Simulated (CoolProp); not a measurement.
A single-stage vapour-compression cycle with chloromethane (R40): evaporating at 249.15 K (dew point), condensing at 276.15 K (bubble point), superheat 10 K, subcooling 8 K, compressor efficiency 0.6, no pressure losses. Each further row changes one setting.

Model: reference Helmholtz-energy equation of state, Thol 2014, in CoolProp.

| case | cooling COP | pressure ratio | discharge temperature (K) | refrigerating effect (kJ/kg) | volumetric capacity (kJ/m³) |
|---|---|---|---|---|---|
| as stated | 5.05 | 2.84 | 357.5 | 406 | 993 |
| evaporating temperature 254.15 K | 6.45 | 2.30 | 342.4 | ___ | ___ |
| condensing temperature 271.15 K | 6.31 | ___ | ___ | 414 | 1010 |
| subcooling 13 K | 5.15 | 2.84 | 357.5 | 414 | 1010 |
| superheat 20 K | 4.95 | 2.84 | ___ | 415 | 972 |
| compressor efficiency 0.5 | 4.21 | 2.84 | 374.6 | 406 | 993 |

Task: Fill in the missing entries.

Result: 
- evaporating temperature 254.15 K, refrigerating effect (kJ/kg): 409
- evaporating temperature 254.15 K, volumetric capacity (kJ/m³): 1220
- condensing temperature 271.15 K, pressure ratio: 2.39
- condensing temperature 271.15 K, discharge temperature (K): 340.4
- superheat 20 K, discharge temperature (K): 369.8
